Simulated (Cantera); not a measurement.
Input (Python, Cantera) and output of one run.

```python
import numpy as np
import cantera as ct

gas_names = [...]  # 97 gases of nasa_gas.yaml made of Al, C, H, N
cond_names = """
    AL(cr) AL(L) ALN(s) C(gr) C6H6(L) C7H8(L) C8H18(L),n-octa
""".split()


# ... load() reads the species with a 1 bar reference pressure and builds the phases ...
atoms = {
    'Al(CH3)3': {'AL': 1, 'C': 3, 'H': 9},
    'NH3': {'N': 1, 'H': 3},
    'N2': {'N': 2},
}
top_T = {'ALN(s)': 2750, 'C(gr)': 4500}  # K; cautious upper limits of use, not melting points


# ... equilibrate(T, P, feed) seeds the gas with the atoms and calls Mixture.equilibrate('TP', solver="vcs", rtol=1e-11, max_steps=5000) ...
results = []
feed = {'Al(CH3)3': 1, 'NH3': 79, 'N2': 140}  # mol
P = 8700  # Pa
for T in [650, 750, 850, 950, 1050, 1150, 1250, 1350, 1450, 1550, 1650, 1750, 1850, 1950]:
    mix = equilibrate(T, P, feed)
    results.append((T, P, feed, dict(zip(mix.species_names, mix.species_moles))))

top = {s: max(r[3][s] / sum(r[3][g] for g in gas_names) for r in results) for s in gas_names}
cols = sorted((s for s in top if top[s] > 1e-06), key=lambda s: -top[s])[:7]
seen = [c for c in cond_names if any(r[3].get(c, 0) > 1e-12 for r in results)]
print("log10 of partial pressures in bar; condensed amounts in mol")
print(f"{'T/K':>10s}" + "".join(f"{s[:9]:>10s}" for s in cols + seen))
for T, P, feed, n in results:
    ng = sum(n[g] for g in gas_names)
    print(f"{T:10.4g}" + "".join(f"{np.log10(max(n[s] / ng * P / 1e5, 1e-99)):10.3f}" for s in cols)
          + "".join(f"{n.get(c, 0):10.4g}" for c in seen))
```

Output:

```
log10 of partial pressures in bar; condensed amounts in mol
       T/K        N2        H2       CH4       HCN         H        AL       NH3    ALN(s)     C(gr)
       650    -1.283    -1.468    -3.059   -11.961   -15.596   -38.862    -4.572         1         0
       750    -1.283    -1.468    -3.059    -9.614   -13.234   -31.939    -5.135         1         0
       850    -1.284    -1.465    -3.136    -7.889   -11.421   -26.652    -5.571         1     0.485
       950    -1.287    -1.455    -3.685    -7.022    -9.982   -22.484    -5.909         1     2.284
      1050    -1.287    -1.452    -4.146    -6.323    -8.817   -19.117    -6.194         1     2.751
      1150    -1.287    -1.451    -4.533    -5.748    -7.853   -16.340    -6.433         1     2.892
      1250    -1.288    -1.451    -4.861    -5.266    -7.041   -14.013    -6.636         1     2.933
      1350    -1.288    -1.451    -5.141    -4.856    -6.348   -12.033    -6.810         1     2.926
      1450    -1.288    -1.451    -5.383    -4.504    -5.750   -10.330    -6.961         1     2.874
      1550    -1.288    -1.451    -5.594    -4.197    -5.227    -8.850    -7.092         1     2.762
      1650    -1.288    -1.452    -5.780    -3.929    -4.767    -7.551    -7.208    0.9999     2.563
      1750    -1.289    -1.452    -5.944    -3.691    -4.360    -6.403    -7.311    0.9985     2.237
      1850    -1.289    -1.454    -6.091    -3.480    -3.996    -5.381    -7.404    0.9845     1.735
      1950    -1.291    -1.456    -6.225    -3.292    -3.669    -4.465    -7.489    0.8739    0.9987
```

Cantera equilibrium calculation (NASA polynomials, part measured and part estimated; ideal gas, pure solids and liquids). The feed counts by its element totals alone.
